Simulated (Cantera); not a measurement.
Input (Python, Cantera) and output of one run.

```python
import numpy as np
import cantera as ct

gas_names = """
    H HNO HNO2 HNO3 HO2 H2 H2O H2O2 N NH NH2 NH3 NH2OH NO NO2 NO3 N2 N2H2 N2H4 N2O O OH O2 O3 Pb PbO Pb2
""".split()
cond_names = """
    H2O(s) H2O(L) Pb(cr) Pb(L) PbO(rd) PbO(yw) PbO(L) PbO2(s) Pb3O4(s)
""".split()


# ... load() reads the species with a 1 bar reference pressure and builds the phases ...
atoms = {
    'Pb': {'Pb': 1},
    'O2': {'O': 2},
    'N2': {'N': 2},
    'H2': {'H': 2},
}
top_T = {'Pb3O4(s)': 820}  # K; cautious upper limits of use, not melting points


# ... equilibrate(T, P, feed) seeds the gas with the atoms and calls Mixture.equilibrate('TP', solver="vcs", rtol=1e-11, max_steps=5000) ...
results = []
feed = {'Pb': 1, 'O2': 2.1, 'N2': 0.78, 'H2': 0.1}  # mol
P = 133.322  # Pa
for T in [848, 898, 948, 998, 1048, 1098, 1148, 1198, 1248, 1298, 1348, 1398, 1448]:
    mix = equilibrate(T, P, feed)
    results.append((T, P, feed, dict(zip(mix.species_names, mix.species_moles))))
    x = sorted(zip(gas.X, gas.species_names), reverse=True)
    print(f"T = {T:g} K  P = {P:g} Pa  gas = {mix.phase_moles(0):.4g} mol")
    print("   x: " + "  ".join(f"{s} {v:.3e}" for v, s in x if v > 0.001))
    print("   condensed (mol): " + ("  ".join(f"{mix.phase(i).name} {mix.phase_moles(i):.4g}"
          for i in range(1, mix.n_phases) if mix.phase_moles(i) > 1e-12) or "none"))
```

Result:

```
T = 848 K  P = 133.322 Pa  gas = 2.43 mol
   x: O2 6.379e-01  N2 3.210e-01  H2O 4.115e-02
   condensed (mol): PbO(yw) 1
T = 898 K  P = 133.322 Pa  gas = 2.43 mol
   x: O2 6.379e-01  N2 3.210e-01  H2O 4.115e-02
   condensed (mol): PbO(yw) 1
T = 948 K  P = 133.322 Pa  gas = 2.43 mol
   x: O2 6.378e-01  N2 3.210e-01  H2O 4.115e-02
   condensed (mol): PbO(yw) 0.9999
T = 998 K  P = 133.322 Pa  gas = 2.431 mol
   x: O2 6.377e-01  N2 3.209e-01  H2O 4.114e-02
   condensed (mol): PbO(yw) 0.9995
T = 1048 K  P = 133.322 Pa  gas = 2.433 mol
   x: O2 6.372e-01  N2 3.206e-01  H2O 4.111e-02  PbO 1.045e-03
   condensed (mol): PbO(yw) 0.9975
T = 1098 K  P = 133.322 Pa  gas = 2.441 mol
   x: O2 6.350e-01  N2 3.195e-01  H2O 4.097e-02  PbO 4.399e-03
   condensed (mol): PbO(yw) 0.9892
T = 1148 K  P = 133.322 Pa  gas = 2.471 mol
   x: O2 6.274e-01  N2 3.156e-01  H2O 4.047e-02  PbO 1.625e-02
   condensed (mol): PbO(yw) 0.9596
T = 1198 K  P = 133.322 Pa  gas = 2.558 mol
   x: O2 6.061e-01  N2 3.048e-01  PbO 4.911e-02  H2O 3.908e-02
   condensed (mol): PbO(L) 0.8727
T = 1248 K  P = 133.322 Pa  gas = 2.815 mol
   x: O2 5.521e-01  N2 2.770e-01  PbO 1.320e-01  H2O 3.552e-02  Pb 3.114e-03
   condensed (mol): PbO(L) 0.6198
T = 1298 K  P = 133.322 Pa  gas = 3.45 mol
   x: O2 4.549e-01  PbO 2.783e-01  N2 2.259e-01  H2O 2.897e-02  Pb 1.156e-02
   condensed (mol): none
T = 1348 K  P = 133.322 Pa  gas = 3.46 mol
   x: O2 4.564e-01  PbO 2.716e-01  N2 2.252e-01  H2O 2.887e-02  Pb 1.737e-02
   condensed (mol): none
T = 1398 K  P = 133.322 Pa  gas = 3.474 mol
   x: O2 4.584e-01  PbO 2.628e-01  N2 2.243e-01  H2O 2.874e-02  Pb 2.510e-02
   condensed (mol): none
T = 1448 K  P = 133.322 Pa  gas = 3.491 mol
   x: O2 4.610e-01  PbO 2.516e-01  N2 2.231e-01  Pb 3.488e-02  H2O 2.856e-02
   condensed (mol): none
```

Equilibrium computed with Cantera from the NASA thermochemical tables; the gas is ideal and each condensed phase is pure. Gases not in the tables: (PbO)n polymers.
